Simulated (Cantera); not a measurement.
An isothermal, constant-pressure homogeneous reactor starts with H₂ : O₂ = 0.19 : 1 (molar parts), at 1425 K and 0.0132 atm.

Model: the H2/O2 subset of GRI-Mech 3.0, which has no nitrogen chemistry, integrated in Cantera. Radical loss at walls, strong at low pressure, is not modelled. The temperature is held fixed by assumption; the heat of reaction is taken as removed at once.

One state of this run: x H₂ = 0.000312; x O₂ = 0.822; x H₂O = 0.171; x OH = 0.00361; x H = 0.000299; x HO₂ = 1.46e-6. x: mole fraction; the columns are a selection and need not sum to one.

Q: Which value of t (s) does it belong to?
A) 0.00746
B) 0.144
C) 20.0
D) 0.00278

A: B, 0.144
